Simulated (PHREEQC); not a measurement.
Phosphoric acid bath: an equilibrium model

Dissolve 0.079 mol/kgw H3PO4 and 0.00098 mol/kgw H2SO4 at 25 °C. Closed to the air; pH follows from the charge balance.

All values are PHREEQC results (ion-association model, phreeqc.dat), not measurements.

Each row changes one thing in this solution. This is a speciation only: nothing precipitates in the calculation.

```
case                                                    pH  ionic strength (mol/kgw)
----------------------------------------------  ----------  ------------------------
as made                                               1.69                    0.0237
H3PO4 replaced by Na2HPO4 at the same molality        8.34                     0.224
H3PO4 left out                                        2.76                (withheld)
0.0083 mol/kgw KHF2 added                             1.77                    0.0280
H2SO4 from 0.00098 to 0.0098 mol/kgw                  1.56                    0.0353
H2SO4 left out                                        1.70                    0.0224
H3PO4 replaced by NaH2PO4 at the same molality        3.70                    0.0800
H2SO4 from 0.00098 to 0.00147 mol/kgw           (withheld)                    0.0244
```

Problem. Fill in the missing entries.

Solution. 
- H3PO4 left out, ionic strength (mol/kgw): 0.00269
- H2SO4 from 0.00098 to 0.00147 mol/kgw, pH: 1.68
